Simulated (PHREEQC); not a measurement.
0.6 g of hydrous ferric oxide (600 m²/g; 0.2 weak and 0.005 strong sites per Fe, Dzombak-Morel constants, diffuse double layer) in 1 kg of water with 0.3 mol/kgw of an inert sodium salt and 0.00086 mol/kgw CaCl2 and 0.00034 mol/kgw MgCl2, at 25 °C; the pH is set by adding NaOH or the inert anion's acid. Oxygen is held at 0.21 atm. The system is closed to CO2. No solid was allowed to form.

The series has 17 steps of pH, from 3 to 11.

Model: ion-association model, wateq4f.dat, run in PHREEQC.

Q: Near which pH is half of the Mg sorbed, and on which side is more sorbed?

A: Near pH 8.3, with more sorbed at higher pH.

Q: At which pH does the surface charge pass through zero?

A: Near pH 8.9.

Complexes and solids missing from the database can't appear. The oxide is taken as insoluble; below pH 4 it would dissolve.
